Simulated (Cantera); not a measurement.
Input (Python, Cantera) and output of one run.

```python
import numpy as np
import cantera as ct

gas_names = [...]  # 116 gases of nasa_gas.yaml made of C, H, Mg, O
cond_names = """
    C(gr) C6H6(L) C7H8(L) C8H18(L),n-octa H2O(s) H2O(L) Mg(cr) Mg(L) MgCO3(s) MgO(s) MgO(L) MgO2H2(s)
""".split()


# ... load() reads the species with a 1 bar reference pressure and builds the phases ...
atoms = {
    'MgO': {'Mg': 1, 'O': 1},
    'C': {'C': 1},
    'H2': {'H': 2},
}
top_T = {'C(gr)': 4500}  # K; cautious upper limits of use, not melting points


# ... equilibrate(T, P, feed) seeds the gas with the atoms and calls Mixture.equilibrate('TP', solver="vcs", rtol=1e-11, max_steps=5000) ...
results = []
feed = {'MgO': 1, 'C': 0.18, 'H2': 0.059}  # mol
P = 12000  # Pa
for T in [1400, 1500, 1600, 1700, 1800, 1900, 2000, 2100, 2200, 2300, 2400, 2500, 2600]:
    mix = equilibrate(T, P, feed)
    results.append((T, P, feed, dict(zip(mix.species_names, mix.species_moles))))

top = {s: max(r[3][s] / sum(r[3][g] for g in gas_names) for r in results) for s in gas_names}
cols = sorted((s for s in top if top[s] > 1e-05), key=lambda s: -top[s])[:9]
seen = [c for c in cond_names if any(r[3].get(c, 0) > 1e-12 for r in results)]
print("log10 of partial pressures in bar; condensed amounts in mol")
print(f"{'T/K':>10s}" + "".join(f"{s[:9]:>10s}" for s in cols + seen))
for T, P, feed, n in results:
    ng = sum(n[g] for g in gas_names)
    print(f"{T:10.4g}" + "".join(f"{np.log10(max(n[s] / ng * P / 1e5, 1e-99)):10.3f}" for s in cols)
          + "".join(f"{n.get(c, 0):10.4g}" for c in seen))
```

It prints:

```
log10 of partial pressures in bar; condensed amounts in mol
       T/K        H2        Mg        CO         H       H2O       CO2      MgOH        OH       MgO     C(gr)    MgO(s)
      1400    -0.922    -3.889    -3.887    -5.774    -7.238   -10.540   -10.171   -13.792   -15.034    0.1799    0.9999
      1500    -0.927    -3.117    -3.116    -5.218    -6.808    -9.410    -9.121   -12.643   -13.398    0.1796    0.9996
      1600    -0.948    -2.445    -2.443    -4.739    -6.450    -8.423    -8.215   -11.647   -11.967    0.1781    0.9981
      1700    -1.037    -1.853    -1.852    -4.350    -6.205    -7.554    -7.453   -10.805   -10.706     0.171     0.991
      1800    -1.584    -1.329    -1.328    -4.238    -6.458    -6.784    -7.012   -10.292    -9.586   0.07399     0.894
      1900    -1.775    -1.289    -1.288    -3.988    -5.959    -6.096    -6.469    -9.257    -8.585         0      0.82
      2000    -1.777    -1.289    -1.288    -3.677    -5.306    -5.478    -5.898    -8.207    -7.685         0      0.82
      2100    -1.780    -1.289    -1.289    -3.396    -4.719    -4.921    -5.385    -7.259    -6.872         0    0.8199
      2200    -1.786    -1.289    -1.290    -3.143    -4.190    -4.416    -4.921    -6.402    -6.135         0    0.8196
      2300    -1.799    -1.289    -1.292    -2.914    -3.716    -3.958    -4.502    -5.624    -5.463         0    0.8188
      2400    -1.822    -1.288    -1.297    -2.709    -3.297    -3.543    -4.126    -4.920    -4.848         0    0.8168
      2500    -1.866    -1.285    -1.306    -2.533    -2.937    -3.169    -3.792    -4.287    -4.283         0    0.8124
      2600    -1.944    -1.279    -1.325    -2.388    -2.647    -2.839    -3.504    -3.726    -3.763         0    0.8036
```

These are equilibrium values from Cantera (NASA tables, ideal gas, pure condensed phases), not measurements of a reactor. The tables' values for MgH are old estimates; treat these amounts as uncertain.
